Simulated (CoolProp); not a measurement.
Vapour-liquid equilibrium of R134a (1) + R123 (2) at 1.12 bar; x and y are mole fractions of (1).

Model: multi-fluid Helmholtz-energy mixture model, Tillner-Roth 1994 and Younglove 1994; pair parameters Bell 2016, in CoolProp.

| x | bubble temperature, mixture model (°C) | bubble temperature, Raoult's law (°C) | y, mixture model | y, Raoult's law |
|---|---|---|---|---|
| 0.05 | 21.2 | 23.0 | 0.318 | 0.280 |
| 0.125 | 10.5 | 14.2 | 0.582 | 0.531 |
| 0.2 | 3.0 | 7.4 | 0.720 | 0.677 |
| 0.275 | -2.6 | 1.9 | 0.800 | 0.770 |
| 0.35 | -6.9 | -2.6 | 0.850 | 0.832 |
| 0.425 | -10.2 | -6.4 | 0.884 | 0.876 |
| 0.5 | -12.8 | -9.6 | 0.908 | 0.908 |
| 0.575 | -15.0 | -12.5 | 0.927 | 0.932 |
| 0.65 | -16.9 | -15.0 | 0.942 | 0.951 |
| 0.725 | -18.5 | -17.3 | 0.955 | 0.966 |
| 0.8 | -20.0 | -19.3 | 0.968 | 0.978 |
| 0.875 | -21.5 | -21.1 | 0.979 | 0.987 |
| 0.95 | -22.9 | -22.8 | 0.991 | 0.995 |

The largest gap from Raoult's law is -4.5 K in bubble temperature, at x = 0.275. No azeotrope shows between x = 0.05 and 0.95.

Pair parameters are fitted to limited data, so mixtures are less certain than the pure fluids.
